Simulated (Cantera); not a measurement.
Input: 1 mol SiCl4, 0.53 mol HCl, 1.4 mol H2, equilibrated at 1152 °C and 11.0 bar.

Method: chemical equilibrium by Gibbs-energy minimisation in Cantera with the NASA 1993 tables (ideal gas, pure condensed phases). Candidate condensed phases: Si; 19 gas species. The tables' values for SiCl3 are old estimates; treat these amounts as uncertain. The numbers say what is thermodynamically allowed, not how fast it happens.

Base state: H2 0.423, SiCl4 0.281, HCl 0.239, SiHCl3 0.0389, SiCl3 0.0141, SiCl2 0.00279, SiH2Cl2 0.000820 (mole fractions); condensed: gas only.

### Question
What changes in the equilibrium state with this change: HCl from 0.53 to 1.3 mol?

### Answer
```
species    before     after
-------  --------  --------
HCl         0.239     0.377
H2          0.423     0.354
SiCl4       0.281     0.243
SiHCl3     0.0389    0.0179
SiCl3      0.0141   0.00710
SiH2Cl2  0.000820  0.000201
SiCl2     0.00279  0.000816
```
